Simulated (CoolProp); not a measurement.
Vapour-liquid equilibrium of cis-2-butene (1) + ethanol (2) at 67.65 °C; x and y are mole fractions of (1).

Model: multi-fluid Helmholtz-energy mixture model, Lemmon 2005 and Schroeder 2014; pair parameters Bell 2016, in CoolProp.

```
x     bubble pressure, mixture model (kPa)  bubble pressure, Raoult's law (kPa)  y, mixture model  y, Raoult's law
----  ------------------------------------  -----------------------------------  ----------------  ---------------
0.05                                 190.4                                96.90             0.662            0.361
0.15                                     ?                                160.3                 ?            0.654
0.25                                     ?                                223.7             0.886            0.781
0.35                                     ?                                287.0             0.901            0.852
0.45                                 604.3                                350.4             0.906            0.898
0.55                                 610.5                                413.8             0.908            0.929
0.65                                 616.8                                477.2                 ?            0.952
0.75                                     ?                                540.5             0.918            0.970
0.85                                     ?                                603.9                 ?            0.984
0.95                                 684.0                                667.3             0.971            0.995
```

Some entries are withheld; supply them.


- 0.15, bubble pressure, mixture model (kPa): 394.7
- 0.15, y, mixture model: 0.844
- 0.25, bubble pressure, mixture model (kPa): 521.6
- 0.35, bubble pressure, mixture model (kPa): 582.7
- 0.65, y, mixture model: 0.911
- 0.75, bubble pressure, mixture model (kPa): 630.6
- 0.85, bubble pressure, mixture model (kPa): 654.0
- 0.85, y, mixture model: 0.935

The largest gap from Raoult's law is +146.2 % in bubble pressure, at x = 0.15. No azeotrope shows between x = 0.05 and 0.95.

The pair parameters rest on a limited set of measurements; away from them the model extrapolates. With so large a gap from Raoult's law the liquid may split in two, which this calculation doesn't test in full.
